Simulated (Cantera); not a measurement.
Charge: 1 mol Al, 15 mol O2, 280 mol N2, held at 1750 °C and 6.60 mbar.

These are equilibrium values from Cantera (NASA tables, ideal gas, pure condensed phases), not measurements of a reactor. Candidate condensed phases: Al, AlN, Al2O3; 16 gas species. Kinetics and transport are ignored.

Base state: N2 0.949, O2 0.0453, NO 0.00415, O 0.00209 (mole fractions); condensed: Al2O3(s).

Question: What changes in the equilibrium state with this change: O2 from 15 to 1.1 mol?

Answer: 
```
species         before     after
-------------  -------  --------
N2               0.949     0.998
O2              0.0453  0.000821
NO             0.00415  0.000574
O              0.00209  0.000281
Al2O3(s), mol    0.500     0.500
```

Question: What changes in the equilibrium state with this change: temperature from 1750 °C to 600 °C?

Answer: 
```
species         before    after
-------------  -------  -------
N2               0.949    0.952
O2              0.0453   0.0484
NO             0.00415  3.34e-6
O              0.00209    <1e-9
Al2O3(s), mol    0.500    0.500
```
